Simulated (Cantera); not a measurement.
Feed: 1 mol Si₃N₄, 0.52 mol Cl₂, 36 mol N₂, equilibrated at 1750 K and 7.50 Torr.

Cantera equilibrium calculation (NASA polynomials, part measured and part estimated; ideal gas, pure solids and liquids). Candidate condensed phases: Si, Si₃N₄; 13 gas species. The tables' values for SiCl, SiCl₃ are old estimates; treat these amounts as uncertain. Kinetics and transport are ignored.

Base state: N₂ 0.986, SiCl₂ 0.0139, Cl 0.000159, SiCl 8.29e-5, Si 7.95e-5, SiCl₃ 7.79e-5 (mole fractions); condensed: Si₃N₄(s).

Task: What changes in the equilibrium state with this change: temperature from 1750 K to 1898 K?

Result: 
| species | before | after |
|---|---|---|
| N₂ | 0.986 | 0.985 |
| SiCl₂ | 0.0139 | 0.0130 |
| Si | 7.95e-5 | 0.00123 |
| Si₂N | 3.67e-6 | 5.95e-5 |
| SiN | 4.07e-6 | 4.10e-5 |
| SiCl | 8.29e-5 | 0.000424 |
| Si₃N₄(s), mol | 0.827 | 0 |
| Si(l), mol | 0 | 2.43 |
The tables' values for SiCl, SiN, SiCl₃ are old estimates; treat these amounts as uncertain.
